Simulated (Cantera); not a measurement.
Input: 1 mol SiC, 0.03 mol H2O, 4.7 mol H2, equilibrated at 1350 K.

Equilibrium computed with Cantera from the NASA thermochemical tables; the gas is ideal and each condensed phase is pure. Candidate condensed phases: C, C6H6, C7H8, C8H18, H2O, Si, SiC, SiO2; 123 gas species. Mutual solubility and eutectic melting of coexisting phases are not modelled. The tables hold silica as quartz up to 1696 K and as liquid above; real silica turns to tridymite and cristobalite and melts near 1996 K. The numbers say what is thermodynamically allowed, not how fast it happens.

**Question.** Which condensed phases are stable at each of these points (P (Pa)): 0.100, 0.750, 5.60, 42, 320, 2400, 18000, 130000, 1000000?

**Answer.** 
```csv
P (Pa),condensed phases,Si condensed (%)
0.100,SiC(s),98.5
0.750,SiC(s),98.5
5.60,SiC(s),98.5
42,SiC(s),98.5
320,SiC(s) + SiO2(β-quartz),98.8
2400,SiC(s) + SiO2(β-quartz),99.9
18000,SiC(s) + SiO2(β-quartz),100.0
130000,SiC(s) + SiO2(β-quartz),100.0
1000000,SiC(s) + SiO2(β-quartz),100.0
```

From 0.100 Pa to 42.0 Pa the condensed part is SiC(s). From 320 Pa to 1000000 Pa the condensed part is SiC(s) + SiO2(β-quartz).
